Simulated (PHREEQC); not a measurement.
Dissolve 3.5 mmol/kgw ZnCl2, 58 mmol/kgw H3BO3 and 0.088 mmol/kgw H2SO4 at 39 °C. Closed to the air; pH follows from the charge balance.

The numbers come from PHREEQC with the ion-association model, phreeqc.dat.

This is a speciation only: nothing precipitates in the calculation.

Question: What pH, specific conductance does the model give?

Answer: pH 3.80; specific conductance 1160 µS/cm.

Question: In which forms is S present?

Answer: SO4-2 72 %, ZnSO4 27 %, HSO4- 1.1 % of the S.

Away from 25 °C the constants follow the database's enthalpies or fits; those with neither stay at their 25 °C values.
